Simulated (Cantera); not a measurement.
A perfectly stirred reactor is fed with 46.7 % H2, 53.3 % O2, equivalence ratio 0.44, at 0.0263 atm; it is held at 1323 K, and followed from long to short residence time.

Computed with Cantera and the H2/O2 subset of GRI-Mech 3.0, which has no nitrogen chemistry. Radical loss at walls, strong at low pressure, is not modelled. The temperature is held fixed by assumption; the heat of reaction is taken as removed at once.

Predict: x(H2) at τ = 1.30 s; x(O2) at τ = 1.30 s; x(H2O2) at τ = 1.30 s; x(H) at τ = 1.30 s; x(H2O) at τ = 1.30 s; x(H2) at τ = 20.0 ms; x(O2) at τ = 20.0 ms; x(H2O2) at τ = 20.0 ms; x(H) at τ = 20.0 ms; x(H2O) at τ = 20.0 ms.


```json
{
  "x(H2) at τ = 1.30 s": "0.00106",
  "x(O2) at τ = 1.30 s": "0.389",
  "x(H2O2) at τ = 1.30 s": "5.48e-7",
  "x(H) at τ = 1.30 s": "0.000320",
  "x(H2O) at τ = 1.30 s": "0.606",
  "x(H2) at τ = 20.0 ms": "0.0153",
  "x(O2) at τ = 20.0 ms": "0.378",
  "x(H2O2) at τ = 20.0 ms": "1.52e-6",
  "x(H) at τ = 20.0 ms": "0.0197",
  "x(H2O) at τ = 20.0 ms": "0.558"
}
```
